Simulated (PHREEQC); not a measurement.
Model water analysis in mg/L, 49 °C, pH 6.95, pe 12.2: Na 140; K 82.3; Ca 189; Mg 29.5; Cl 157; S(6) as SO4 694; Alkalinity as HCO3 74.2; Sr 0.995.

Valence states are taken as typed.

Computed with PHREEQC (ion-association model, wateq4f.dat).

This is a speciation only: nothing precipitates in the calculation.

Problem. Predict the ionic strength, charge-balance error.

Solution. ionic strength 0.0259 mol/kgw; charge-balance error -0.1 %.

Problem. In which forms is C present?

Solution. HCO3- 81 %, CO2 15 %, CaHCO3+ 2.4 % of the C.

At this temperature some constants are extrapolated from 25 °C, and those without enthalpy data are left unchanged.
